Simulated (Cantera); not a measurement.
An adiabatic, constant-volume homogeneous reactor starts with 6.93 % CH3OH, 19.6 % O2, 73.5 % N2, equivalence ratio 0.53, at 1675 K and 750 Torr.

Detailed kinetics in Cantera: GRI-Mech 3.0 (53 species, 325 reactions). GRI-Mech 3.0 was tuned for natural gas; its chemistry of methanol as a main component is partial and can be far from experiment.

x: mole fraction; the columns are a selection and need not sum to one.

```json
[
 {"t (s)": "3.00e-6", "T (K)": "1675", "P (bar)": "1.00", "x CH3OH": "0.0691", "x O2": "0.196", "x CO": "2.20e-5", "x H": "1.88e-6", "x N2O": "2.73e-10", "x CO2": "6.74e-6", "x HO2": "(withheld)"},
 {"t (s)": "7.57e-6", "T (K)": "1675", "P (bar)": "1.00", "x CH3OH": "0.0686", "x O2": "0.196", "x CO": "5.98e-5", "x H": "2.75e-6", "x N2O": "2.02e-9", "x CO2": "1.73e-5", "x HO2": "(withheld)"},
 {"t (s)": "1.91e-5", "T (K)": "1679", "P (bar)": "1.00", "x CH3OH": "0.0663", "x O2": "0.194", "x CO": "0.000245", "x H": "6.90e-6", "x N2O": "1.46e-8", "x CO2": "4.50e-5", "x HO2": "(withheld)"},
 {"t (s)": "4.82e-5", "T (K)": "1770", "P (bar)": "1.08", "x CH3OH": "0.0439", "x O2": "0.179", "x CO": "0.00738", "x H": "4.71e-5", "x N2O": "1.35e-7", "x CO2": "0.000290", "x HO2": "(withheld)"},
 {"t (s)": "0.000122", "T (K)": "2606", "P (bar)": "1.66", "x CH3OH": "<1e-12", "x O2": "0.0883", "x CO": "0.0192", "x H": "0.00616", "x N2O": "6.99e-7", "x CO2": "0.0457", "x HO2": "(withheld)"},
 {"t (s)": "0.000307", "T (K)": "2728", "P (bar)": "1.72", "x CH3OH": "<1e-12", "x O2": "0.0869", "x CO": "0.0148", "x H": "0.00341", "x N2O": "1.11e-6", "x CO2": "0.0507", "x HO2": "1.55e-5"},
 {"t (s)": "0.000775", "T (K)": "2723", "P (bar)": "1.72", "x CH3OH": "<1e-12", "x O2": "0.0849", "x CO": "0.0146", "x H": "0.00332", "x N2O": "1.12e-6", "x CO2": "0.0509", "x HO2": "1.51e-5"},
 {"t (s)": "0.00195", "T (K)": "2714", "P (bar)": "1.71", "x CH3OH": "<1e-12", "x O2": "0.0818", "x CO": "0.0144", "x H": "0.00320", "x N2O": "1.18e-6", "x CO2": "0.0512", "x HO2": "1.44e-5"},
 {"t (s)": "0.00493", "T (K)": "2708", "P (bar)": "1.71", "x CH3OH": "<1e-12", "x O2": "0.0796", "x CO": "0.0142", "x H": "0.00311", "x N2O": "1.25e-6", "x CO2": "0.0513", "x HO2": "1.40e-5"},
 {"t (s)": "0.0124", "T (K)": "2707", "P (bar)": "1.71", "x CH3OH": "<1e-12", "x O2": "0.0793", "x CO": "0.0142", "x H": "0.00310", "x N2O": "1.26e-6", "x CO2": "0.0514", "x HO2": "1.39e-5"},
 {"t (s)": "0.0314", "T (K)": "2707", "P (bar)": "1.71", "x CH3OH": "<1e-12", "x O2": "0.0793", "x CO": "0.0142", "x H": "0.00310", "x N2O": "1.26e-6", "x CO2": "0.0514", "x HO2": "1.39e-5"},
 {"t (s)": "0.0793", "T (K)": "2707", "P (bar)": "1.71", "x CH3OH": "<1e-12", "x O2": "0.0793", "x CO": "0.0142", "x H": "0.00310", "x N2O": "1.26e-6", "x CO2": "0.0514", "x HO2": "1.39e-5"},
 {"t (s)": "0.200", "T (K)": "2707", "P (bar)": "1.71", "x CH3OH": "<1e-12", "x O2": "0.0793", "x CO": "0.0142", "x H": "0.00310", "x N2O": "1.26e-6", "x CO2": "0.0514", "x HO2": "1.39e-5"}
]
```

Question: Complete the blanks.

Answer: 
- 3.00e-6, x HO2: 0.000104
- 7.57e-6, x HO2: 0.000297
- 1.91e-5, x HO2: 0.000829
- 4.82e-5, x HO2: 0.00230
- 0.000122, x HO2: 1.14e-5
